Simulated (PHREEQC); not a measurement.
Dissolve 1.4 mmol/kgw NH3 at 25 °C. Closed to the air; pH follows from the charge balance.

The numbers come from PHREEQC with the ion-association model, phreeqc.dat.

This is a speciation only: nothing precipitates in the calculation.

### Question
Predict the pH.

### Answer
pH 10.17.

### Question
In which forms is N present?

### Answer
NH3 89 %, NH4+ 11 % of the N.
